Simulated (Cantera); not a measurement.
**Reactions in the system H-N-O-Sr**

Cantera with NASA thermochemical tables; ideal gases at 1 bar, condensed phases pure. Values are per mole of reaction as written; species without (g) are pure solids or liquids, kept so even where they would boil at 1 bar.

Sr + 2 H(g) + 2 NO(g) ⇌ 2 N(g) + Sr(OH)2

```tsv
T (K)	ΔH° (kJ)	ΔS° (J/K)	ΔG° (kJ)	log10 K	condensed phases
300	-642.1	-302.3	-551.4	96.01	Sr(s), Sr(OH)2(s)
1598	-578.2	-233.6	-205.0	6.70	Sr(l), Sr(OH)2(l)
1748	-571.0	-229.2	-170.3	5.09	Sr(l), Sr(OH)2(l)
1898	-563.8	-225.3	-136.2	3.75	Sr(l), Sr(OH)2(l)
2048	-556.7	-221.7	-102.7	2.62	Sr(l), Sr(OH)2(l)
2198	-549.6	-218.3	-69.7	1.66	Sr(l), Sr(OH)2(l)
```
